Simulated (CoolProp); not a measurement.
Values from CoolProp's reference Helmholtz-energy equation of state, Lemmon 2016.

Question: Give the vapour pressure (MPa), liquid viscosity (µPa s), vapour viscosity (µPa s) of saturated R227EA at 7.85, 56.15 °C.

Answer: 
```json
[
 {"T (°C)": "7.85", "p (MPa)": "0.259", "liquid viscosity (µPa s)": "301", "vapour viscosity (µPa s)": "10.8"},
 {"T (°C)": "56.15", "p (MPa)": "1.07", "liquid viscosity (µPa s)": "154", "vapour viscosity (µPa s)": "13.3"}
]
```

Viscosity comes from a separate model (Huber 2003), an estimate that may be off by 10 % or more.
